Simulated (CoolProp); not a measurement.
Properties of octamethylcyclotetrasiloxane (D4) along the isobar 0.609 MPa.

Values from CoolProp's reference Helmholtz-energy equation of state, Thol 2015.

| T (°C) | phase | cp (kJ/(kg K)) | isothermal compressibility (1/MPa) |
|---|---|---|---|
| 31.45 | liquid | ___ | ___ |
| 75.85 | liquid | 1.763 | 0.002335 |
| 120.15 | liquid | ___ | 0.003585 |
| 164.55 | liquid | 1.965 | ___ |
| 208.95 | liquid | 2.081 | ___ |
| 253.25 | liquid | 2.239 | 0.02892 |
| 297.65 | gas | 2.035 | ___ |
| 342.05 | gas | 2.083 | ___ |

### Question
Some entries are withheld; supply them.

### Answer

- 31.45, cp (kJ/(kg K)): 1.681
- 31.45, isothermal compressibility (1/MPa): 0.001591
- 120.15, cp (kJ/(kg K)): 1.859
- 164.55, isothermal compressibility (1/MPa): 0.005919
- 208.95, isothermal compressibility (1/MPa): 0.01114
- 297.65, isothermal compressibility (1/MPa): 2.166
- 342.05, isothermal compressibility (1/MPa): 1.948
